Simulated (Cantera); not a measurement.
Feed: 1 mol Si, 1.5 mol Cl2, 4.9 mol H2, held at 1075 K.

These are equilibrium values from Cantera (NASA tables, ideal gas, pure condensed phases), not measurements of a reactor. Candidate condensed phases: Si; 19 gas species. The tables' values for SiCl3 are old estimates; treat these amounts as uncertain. Gases not in the tables: Si2H6 and higher silanes. Equilibrium is a limit: real reactors are often held back by kinetics, nucleation or transport.

x: gas mole fraction; n: condensed amount in mol.

| P (Pa) | x H2 | x SiCl4 | x SiHCl3 | x HCl | x SiH2Cl2 | n Si(s) |
|---|---|---|---|---|---|---|
| 10000 | 0.831 | 0.0970 | 0.0285 | 0.0351 | 0.000980 | 0.242 |
| 26000 | 0.835 | 0.0951 | 0.0357 | 0.0276 | 0.00157 | (withheld) |
| 67000 | 0.837 | 0.0914 | 0.0440 | 0.0216 | 0.00248 | (withheld) |
| 170000 | 0.837 | 0.0863 | 0.0532 | 0.0169 | 0.00384 | (withheld) |
| 450000 | 0.836 | 0.0794 | 0.0638 | 0.0129 | 0.00599 | (withheld) |
| 1200000 | 0.833 | 0.0712 | 0.0750 | 0.00984 | 0.00923 | (withheld) |
| 3000000 | 0.829 | 0.0627 | 0.0855 | 0.00756 | 0.0136 | (withheld) |

Question: Some entries are withheld; supply them.

Answer: 
- 26000, n Si(s): 0.224
- 67000, n Si(s): 0.205
- 170000, n Si(s): 0.184
- 450000, n Si(s): 0.159
- 1200000, n Si(s): 0.131
- 3000000, n Si(s): 0.102
